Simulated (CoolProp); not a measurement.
Tetrahydrofuran along the isotherm 516.9 K: fugacity coefficient from the reference equation and from simpler models built on Tc = 540.2 K, pc = 5.304 MPa, ω = 0.234; each cubic takes its own stable root.

The numbers come from the reference Helmholtz-energy equation of state, Fiedler 2023 in CoolProp.

```
p (MPa)   phase  reference
-------  ------  ---------
0.0252      gas     0.9981
0.038       gas     0.9972
0.0573      gas     0.9958
0.0864      gas     0.9937
0.13        gas     0.9905
0.197       gas     0.9855
0.297       gas     0.9782
0.447       gas     0.9672
0.675       gas     0.9505
1.02        gas     0.9253
1.54        gas     0.8874
2.32        gas     0.8303
3.5         gas     0.7416
5.27     liquid     0.5445
7.96     liquid     0.3897
```

### Question
How far does each simpler model (van der Waals, Redlich-Kwong, Soave-Redlich-Kwong, Peng-Robinson) lie from the reference over these 15 states: mean and median of the absolute difference, and the worst?

### Answer
- van der Waals: mean 3.3 %, median 0.5 %, worst +20.6 % at 516.9 K and 7.96 MPa
- Redlich-Kwong: mean 1.0 %, median 0.0 %, worst +7.5 % at 516.9 K and 7.96 MPa
- Soave-Redlich-Kwong: mean 0.5 %, median 0.0 %, worst +4.2 % at 516.9 K and 7.96 MPa
- Peng-Robinson: mean 0.6 %, median 0.4 %, worst -1.9 % at 516.9 K and 3.5 MPa
